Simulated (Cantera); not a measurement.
## Adiabatic ignition

An adiabatic, constant-pressure homogeneous reactor starts with H₂ : O₂ : N₂ : NO = 1 : 1.06 : 4 : 0.0068 (molar parts), at 1148 K and 5.00 bar.

Model: GRI-Mech 3.0 (53 species, 325 reactions), integrated in Cantera. The hydrogen kinetics of GRI-Mech 3.0 are dated; newer H2 mechanisms differ, most at raised pressure. The mechanism lacks 2 NO + O2 → 2 NO2 and HONO, so NO2 and the effect of NO are under-described below about 1400 K.

```
t (s)     T (K)      x H₂    x O₂     x NO    x NO₂    x HO₂       x H
--------  -----  --------  ------  -------  -------  -------  --------
4.00e-6    1148     0.165   0.175  0.00112  1.45e-8  7.06e-8   2.33e-8
1.73e-5    1149     0.165   0.175  0.00111  1.51e-5  5.12e-5   1.71e-5
7.46e-5    2293  0.000529  0.0990  0.00125  2.20e-6  9.08e-6  0.000101
0.000322   2294  0.000505  0.0990  0.00130  2.24e-6  9.01e-6   9.50e-5
0.00139    2294  0.000504  0.0989  0.00151  2.60e-6  8.99e-6   9.47e-5
0.00600    2292  0.000500  0.0984  0.00235  4.06e-6  8.92e-6   9.35e-5
0.0259     2286  0.000488  0.0971  0.00520  8.97e-6  8.67e-6   8.96e-5
0.112      2278  0.000471  0.0951  0.00914  1.58e-5  8.33e-6   8.44e-5
0.483      2277  0.000469  0.0949  0.00960  1.66e-5  8.30e-6   8.38e-5
2.08       2277  0.000469  0.0949  0.00960  1.66e-5  8.30e-6   8.38e-5
9.00       2277  0.000469  0.0949  0.00960  1.66e-5  8.30e-6   8.38e-5
```
x: mole fraction; the columns are a selection and need not sum to one.

```
Item                                                                   Value
---------------------------------  -----------------------------------------
time of steepest temperature rise                                    27.3 µs
temperature at 9.00 s                                                 2277 K
equilibrium temperature                                               2277 K
x(H₂) at 9.00 s                    0.000469 (gas-phase equilibrium 0.000469)
x(O₂) at 9.00 s                        0.0949 (gas-phase equilibrium 0.0949)
x(NO) at 9.00 s                      0.00960 (gas-phase equilibrium 0.00960)
```
